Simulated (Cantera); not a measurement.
**Ignition delay**

Mixture: 14.6 % H₂, 17.5 % O₂, 67.9 % N₂, equivalence ratio 0.42, at 100000 Pa, adiabatic and at constant pressure. Ignition delay is the time to a rise of 400 K.

Computed with Cantera and the H2/O2 subset of GRI-Mech 3.0, which has no nitrogen chemistry. Where the delays flatten at high temperature, the 400 K rule measures the pace of heat release, not the induction time.

```json
[
 {"T0 (K)": "1023", "delay (ms)": "0.217"},
 {"T0 (K)": "1123", "delay (ms)": "0.0861"},
 {"T0 (K)": "1223", "delay (ms)": "0.0515"},
 {"T0 (K)": "1323", "delay (ms)": "0.0377"},
 {"T0 (K)": "1423", "delay (ms)": "0.0321"},
 {"T0 (K)": "1523", "delay (ms)": "0.0305"},
 {"T0 (K)": "1623", "delay (ms)": "0.0315"},
 {"T0 (K)": "1723", "delay (ms)": "0.0344"},
 {"T0 (K)": "1823", "delay (ms)": "0.0386"},
 {"T0 (K)": "1923", "delay (ms)": "0.0442"}
]
```
